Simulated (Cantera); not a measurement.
Input (Python, Cantera) and output of one run.

```python
import numpy as np
import cantera as ct

gas_names = """
    C CO CO2 C2 C2O C3 C3O2 C4 C5 Cu CuO Cu2 O O2 O3
""".split()
cond_names = """
    C(gr) Cu(cr) Cu(L) CuO(s) Cu2O(s) Cu2O(L)
""".split()


# ... load() reads the species with a 1 bar reference pressure and builds the phases ...
atoms = {
    'Cu2O': {'Cu': 2, 'O': 1},
    'CO': {'C': 1, 'O': 1},
}
top_T = {'C(gr)': 4500, 'CuO(s)': 1390}  # K; cautious upper limits of use, not melting points


# ... equilibrate(T, P, feed) seeds the gas with the atoms and calls Mixture.equilibrate('TP', solver="vcs", rtol=1e-11, max_steps=5000) ...
results = []
feed = {'Cu2O': 1, 'CO': 7.3}  # mol
for P in [10, 68, 460, 3200, 22000, 150000, 1000000]:
    for T in [923, 1073, 1223, 1373, 1523, 1673, 1823, 1973, 2123, 2273, 2423, 2573]:
        mix = equilibrate(T, P, feed)
        results.append((T, P, feed, dict(zip(mix.species_names, mix.species_moles))))

for T, P, feed, n in results:
    print(f"{T:7g} {P:10.4g}  " + (" + ".join(c for c in cond_names if n.get(c, 0) > 1e-12) or "gas only"))
```

Output:

```
    923         10  Cu(cr)
   1073         10  Cu(cr)
   1223         10  Cu(cr)
   1373         10  Cu(L)
   1523         10  Cu(L)
   1673         10  gas only
   1823         10  gas only
   1973         10  gas only
   2123         10  gas only
   2273         10  gas only
   2423         10  gas only
   2573         10  gas only
    923         68  Cu(cr)
   1073         68  Cu(cr)
   1223         68  Cu(cr)
   1373         68  Cu(L)
   1523         68  Cu(L)
   1673         68  Cu(L)
   1823         68  gas only
   1973         68  gas only
   2123         68  gas only
   2273         68  gas only
   2423         68  gas only
   2573         68  gas only
    923        460  Cu(cr)
   1073        460  Cu(cr)
   1223        460  Cu(cr)
   1373        460  Cu(L)
   1523        460  Cu(L)
   1673        460  Cu(L)
   1823        460  Cu(L)
   1973        460  gas only
   2123        460  gas only
   2273        460  gas only
   2423        460  gas only
   2573        460  gas only
    923       3200  Cu(cr)
   1073       3200  Cu(cr)
   1223       3200  Cu(cr)
   1373       3200  Cu(L)
   1523       3200  Cu(L)
   1673       3200  Cu(L)
   1823       3200  Cu(L)
   1973       3200  Cu(L)
   2123       3200  gas only
   2273       3200  gas only
   2423       3200  gas only
   2573       3200  gas only
    923    2.2e+04  C(gr) + Cu(cr)
   1073    2.2e+04  Cu(cr)
   1223    2.2e+04  Cu(cr)
   1373    2.2e+04  Cu(L)
   1523    2.2e+04  Cu(L)
   1673    2.2e+04  Cu(L)
   1823    2.2e+04  Cu(L)
   1973    2.2e+04  Cu(L)
   2123    2.2e+04  Cu(L)
   2273    2.2e+04  Cu(L)
   2423    2.2e+04  gas only
   2573    2.2e+04  gas only
    923    1.5e+05  C(gr) + Cu(cr)
   1073    1.5e+05  C(gr) + Cu(cr)
   1223    1.5e+05  Cu(cr)
   1373    1.5e+05  Cu(L)
   1523    1.5e+05  Cu(L)
   1673    1.5e+05  Cu(L)
   1823    1.5e+05  Cu(L)
   1973    1.5e+05  Cu(L)
   2123    1.5e+05  Cu(L)
   2273    1.5e+05  Cu(L)
   2423    1.5e+05  Cu(L)
   2573    1.5e+05  Cu(L)
    923      1e+06  C(gr) + Cu(cr)
   1073      1e+06  C(gr) + Cu(cr)
   1223      1e+06  Cu(cr)
   1373      1e+06  Cu(L)
   1523      1e+06  Cu(L)
   1673      1e+06  Cu(L)
   1823      1e+06  Cu(L)
   1973      1e+06  Cu(L)
   2123      1e+06  Cu(L)
   2273      1e+06  Cu(L)
   2423      1e+06  Cu(L)
   2573      1e+06  Cu(L)
```

Method: chemical equilibrium by Gibbs-energy minimisation in Cantera with the NASA 1993 tables (ideal gas, pure condensed phases).
